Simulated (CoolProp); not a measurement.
1000 sccm (0 °C, 1 atm) of nitrogen bubbles through liquid ethanol at 326.8 K and leaves saturated at a total pressure of 0.15 MPa (ideal gas phase). Each further row changes one setting.

The numbers come from the reference Helmholtz-energy equation of state, Schroeder 2014 in CoolProp.

```json
[
 {"case": "as stated", "vapour pressure (kPa)": "35.0", "mole fraction of vapour": "0.233", "delivery (mg/min)": "(withheld)", "delivery (sccm)": "304", "change of delivery for a bath 1 K warmer (%)": "(withheld)"},
 {"case": "bath temperature 331.8 K", "vapour pressure (kPa)": "44.0", "mole fraction of vapour": "(withheld)", "delivery (mg/min)": "853", "delivery (sccm)": "415", "change of delivery for a bath 1 K warmer (%)": "6.6"},
 {"case": "total pressure 0.3 MPa", "vapour pressure (kPa)": "35.0", "mole fraction of vapour": "(withheld)", "delivery (mg/min)": "(withheld)", "delivery (sccm)": "132", "change of delivery for a bath 1 K warmer (%)": "(withheld)"}
]
```

Q: Some entries are withheld; supply them.

A: 
- as stated, delivery (mg/min): 625
- as stated, change of delivery for a bath 1 K warmer (%): 6.3
- bath temperature 331.8 K, mole fraction of vapour: 0.293
- total pressure 0.3 MPa, mole fraction of vapour: 0.117
- total pressure 0.3 MPa, delivery (mg/min): 271
- total pressure 0.3 MPa, change of delivery for a bath 1 K warmer (%): 5.4
